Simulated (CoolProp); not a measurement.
A single-stage vapour-compression cycle with vinyl chloride: evaporating at 329.15 K (dew point), condensing at 384.15 K (bubble point), superheat 5 K, subcooling 0 K, compressor efficiency 0.6, no pressure losses. Each further row changes one setting.

Values from CoolProp's reference Helmholtz-energy equation of state, Thol 2022.

```tsv
case	cooling COP	pressure ratio	discharge temperature (K)	refrigerating effect (kJ/kg)	volumetric capacity (kJ/m³)
as stated	2.62	3.12	427.3	200	4670
evaporating temperature 334.15 K	2.99	2.77	423.2	203	5330
condensing temperature 379.15 K	3.00	2.85	419.6	210	4910
subcooling 5 K	2.76	3.12	427.3	210	4910
```
